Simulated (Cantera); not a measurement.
An isothermal, constant-pressure homogeneous reactor starts with H₂ : O₂ : N₂ = 0.044 : 1 : 1.2 (molar parts), equivalence ratio 0.022, at 923 K and 4.73 Torr.

Cantera simulation using the H2/O2 subset of GRI-Mech 3.0, which has no nitrogen chemistry; the numbers are that mechanism's predictions, not measurements. Radical loss at walls, strong at low pressure, is not modelled. Below about 950 K walls govern HO2 and H2O2 in real vessels.

x: mole fraction; the columns are a selection and need not sum to one.

```tsv
t (s)	x H₂	x O₂	x H₂O₂	x H₂O	x H	x OH	x HO₂
0.000900	0.0196	0.446	<1e-12	<1e-12	2.93e-12	<1e-12	3.69e-12
0.00212	0.0196	0.446	<1e-12	4.38e-12	7.06e-12	3.28e-12	8.76e-12
0.00499	0.0196	0.446	<1e-12	4.30e-11	2.71e-11	1.56e-11	2.11e-11
0.0117	0.0196	0.446	<1e-12	9.75e-10	3.99e-10	2.46e-10	6.30e-11
0.0277	0.0196	0.446	<1e-12	4.87e-7	[?]	1.17e-7	7.46e-9
0.0651	0.00464	0.437	4.83e-8	0.0119	[?]	0.000912	1.89e-6
0.153	0.000267	0.437	1.60e-8	0.0184	[?]	0.000362	1.56e-6
0.361	7.12e-5	0.439	1.40e-8	0.0195	[?]	0.000170	1.08e-6
0.850	1.43e-5	0.440	1.21e-8	0.0197	[?]	7.22e-5	5.64e-7
2.00	2.51e-6	0.440	8.97e-9	0.0198	[?]	3.06e-5	2.25e-7
```

Question: What belongs in the gaps?

Answer: 
- 0.0277, x H: 1.89e-7
- 0.0651, x H: 0.00532
- 0.153, x H: 0.00175
- 0.361, x H: 0.000261
- 0.850, x H: 2.38e-5
- 2.00, x H: 1.86e-6
